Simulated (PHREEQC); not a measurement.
A solution holds 0.17 mol/kgw HBr, 0.0042 mol/kgw CuSO4 and 0.0024 mol/kgw MnSO4, at 13 °C. Closed to the air; pH follows from the charge balance.

The numbers come from PHREEQC with the ion-association model, phreeqc.dat.

```tsv
quantity	before	after
pH	0.88	0.87
HSO4- (mol/kgw)	0.00519	0.00193
SO4-2 (mol/kgw)	0.00127	0.000454
```

Q: What was changed between the two runs?
(A) MnSO4 left out
(B) CuSO4 from 0.0042 to 0.00462 mol/kgw
(C) diluted 10-fold with water
(D) diluted 5-fold with water
(E) CuSO4 left out

A: E, CuSO4 left out

This is a speciation only: nothing precipitates in the calculation. Constants without temperature data keep their 25 °C values here.
